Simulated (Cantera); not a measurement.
Cantera run:

```python
import numpy as np
import cantera as ct

gas_names = """
    CL CL2 H HCL H2 N NH NH2 NH3 N2 N2H2 N2H4 Si SiCL SiCL2 SiCL3 SiCL4 SiH SiHCL3 SiH2 SiH2CL2 SiH3
    SiH3CL SiH4 SiN Si2 Si2N Si3
""".split()
cond_names = """
    NH4CL(a) NH4CL(b) Si(cr) Si(L) Si3N4(a)
""".split()


# ... load() reads the species with a 1 bar reference pressure and builds the phases ...
atoms = {
    'Si3H8': {'Si': 3, 'H': 8},
    'HCl': {'H': 1, 'CL': 1},
    'N2': {'N': 2},
}
top_T = {'Si3N4(a)': 2400}  # K; cautious upper limits of use, not melting points


# ... equilibrate(T, P, feed) seeds the gas with the atoms and calls Mixture.equilibrate('TP', solver="vcs", rtol=1e-11, max_steps=5000) ...
results = []
feed = {'Si3H8': 1, 'HCl': 0.021, 'N2': 120}  # mol
T = 1623  # K
P = 96000  # Pa
mix = equilibrate(T, P, feed)
results.append((T, P, feed, dict(zip(mix.species_names, mix.species_moles))))
print(gas.report(threshold=0.001))
for i in range(1, mix.n_phases):
    print(f"{mix.phase(i).name:16s} {mix.phase_moles(i):12.5e} mol")
```

Result:

```
       temperature   1623 K
          pressure   96000 Pa
           density   0.19324 kg/m^3
  mean mol. weight   27.163 kg/kmol
   phase of matter   gas

                          1 kg             1 kmol
                     ---------------   ---------------
          enthalpy        1.5675e+06        4.2579e+07  J
   internal energy        1.0707e+06        2.9084e+07  J
           entropy            8986.2        2.4409e+05  J/K
    Gibbs function       -1.3017e+07       -3.5358e+08  J
 heat capacity c_p            1290.8             35063  J/K
 heat capacity c_v            984.73             26748  J/K

                      mass frac. Y      mole frac. X     chem. pot. / RT
                     ---------------   ---------------   ---------------
                H2         0.0024325          0.032774           -22.294
                N2           0.99734           0.96704           -26.332
     [  +26 minor]        0.00023164         0.0001851

Si(cr)            0.00000e+00 mol
Si3N4(a)          9.99999e-01 mol
```

These are equilibrium values from Cantera (NASA tables, ideal gas, pure condensed phases), not measurements of a reactor. The feed counts by its element totals alone.
